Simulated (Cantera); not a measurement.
What does this Cantera script print?

```python
import numpy as np
import cantera as ct

gas_names = [...]  # 109 gases of nasa_gas.yaml made of C, Cl, H, Si
cond_names = """
    C(gr) C6H6(L) C7H8(L) C8H18(L),n-octa Si(cr) Si(L) SiC(b)
""".split()


# ... load() reads the species with a 1 bar reference pressure and builds the phases ...
atoms = {
    'SiHCl3': {'Si': 1, 'H': 1, 'CL': 3},
    'C2H2': {'C': 2, 'H': 2},
    'H2': {'H': 2},
}
top_T = {'C(gr)': 4500, 'SiC(b)': 3050}  # K; cautious upper limits of use, not melting points


# ... equilibrate(T, P, feed) seeds the gas with the atoms and calls Mixture.equilibrate('TP', solver="vcs", rtol=1e-11, max_steps=5000) ...
results = []
T = 2200  # K
P = 150  # Pa
for m in [0.022, 0.032, 0.047, 0.068, 0.098, 0.14, 0.2, 0.29, 0.42, 0.61, 0.88, 1.3]:
    feed = {'SiHCl3': 1, 'C2H2': m, 'H2': 350}  # mol
    mix = equilibrate(T, P, feed)
    results.append((T, P, feed, dict(zip(mix.species_names, mix.species_moles))))

top = {s: max(r[3][s] / sum(r[3][g] for g in gas_names) for r in results) for s in gas_names}
cols = sorted((s for s in top if top[s] > 0.0001), key=lambda s: -top[s])[:7]
seen = [c for c in cond_names if any(r[3].get(c, 0) > 1e-12 for r in results)]
print("log10 of partial pressures in bar; condensed amounts in mol")
print(f"{'n(C2H2)':>10s}" + "".join(f"{s[:9]:>10s}" for s in cols + seen))
for T, P, feed, n in results:
    ng = sum(n[g] for g in gas_names)
    print(f"{feed['C2H2']:10.4g}" + "".join(f"{np.log10(max(n[s] / ng * P / 1e5, 1e-99)):10.3f}" for s in cols)
          + "".join(f"{n.get(c, 0):10.4g}" for c in seen))
```

It prints:

```
log10 of partial pressures in bar; condensed amounts in mol
   n(C2H2)        H2         H       HCL        Si C2H2,acet        CL      SiC2     C(gr)
     0.022    -2.892    -3.695    -4.973    -5.413    -7.119    -5.914    -8.066         0
     0.032    -2.892    -3.695    -4.973    -5.414    -6.954    -5.914    -7.902         0
     0.047    -2.892    -3.695    -4.973    -5.414    -6.786    -5.914    -7.734         0
     0.068    -2.892    -3.695    -4.973    -5.416    -6.624    -5.914    -7.574         0
     0.098    -2.892    -3.695    -4.973    -5.417    -6.464    -5.914    -7.415         0
      0.14    -2.892    -3.695    -4.973    -5.419    -6.308    -5.914    -7.262         0
       0.2    -2.892    -3.695    -4.973    -5.422    -6.153    -5.914    -7.109         0
      0.29    -2.892    -3.695    -4.973    -5.427    -5.991    -5.914    -6.951         0
      0.42    -2.892    -3.696    -4.973    -5.433    -5.829    -5.914    -6.795         0
      0.61    -2.893    -3.696    -4.973    -5.442    -5.666    -5.914    -6.641         0
      0.88    -2.893    -3.696    -4.974    -5.453    -5.506    -5.915    -6.493         0
       1.3    -2.893    -3.696    -4.974    -5.456    -5.484    -5.915    -6.473    0.7479
```

Cantera equilibrium calculation (NASA polynomials, part measured and part estimated; ideal gas, pure solids and liquids).
